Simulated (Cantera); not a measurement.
Feed: 1 mol AlF3, 0.28 mol O2, 9.4 mol N2, held at 2000 K and 465 Torr.

Method: chemical equilibrium by Gibbs-energy minimisation in Cantera with the NASA 1993 tables (ideal gas, pure condensed phases). Candidate condensed phases: Al, AlF3, AlN, Al2O3; 30 gas species. Rates play no part.

Base state: N2 0.863, AlF3 0.0541, AlF2O 0.0378, F 0.0377, O2 0.00613, NO 0.00137, O 6.65e-5 (mole fractions); condensed: gas only.

**Question.** What changes in the equilibrium state with this change: AlF3 replaced by CsF?

**Answer.** 
```csv
species,before,after
N2,0.863,0.879
CsF,0,0.0935
O2,0.00613,0.0248
AlF3,0.0541,0
AlF2O,0.0378,0
F,0.0377,2.71e-5
Cs2F2,0,5.99e-5
Cs,0,2.66e-5
```
Further candidate phases: Cs, CsF.
